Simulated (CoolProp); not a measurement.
CH2F2 (R32) along the isotherm 389.7 K: fugacity coefficient from the reference equation and from simpler models built on Tc = 351.3 K, pc = 5.783 MPa, ω = 0.277; each cubic takes its own stable root.

Model: reference Helmholtz-energy equation of state, Tillner-Roth 1997, in CoolProp.

```tsv
p (MPa)	phase	reference
0.181	gas	0.9917
0.361	gas	0.9834
0.542	gas	0.9751
0.723	gas	0.9669
0.904	gas	0.9588
1.08	gas	0.9509
1.26	gas	0.9428
1.45	gas	0.9344
1.63	gas	0.9264
1.81	gas	0.9185
1.99	gas	0.9106
2.17	gas	0.9028
2.35	gas	0.8950
2.53	gas	0.8872
2.71	gas	0.8795
2.89	gas	0.8718
```

How far does each simpler model (van der Waals, Peng-Robinson) lie from the reference over these 16 states: mean and median of the absolute difference, and the worst?


- van der Waals: mean 0.9 %, median 0.9 %, worst +1.7 % at 389.7 K and 2.89 MPa
- Peng-Robinson: mean 0.1 %, median 0.1 %, worst -0.1 % at 389.7 K and 2.89 MPa
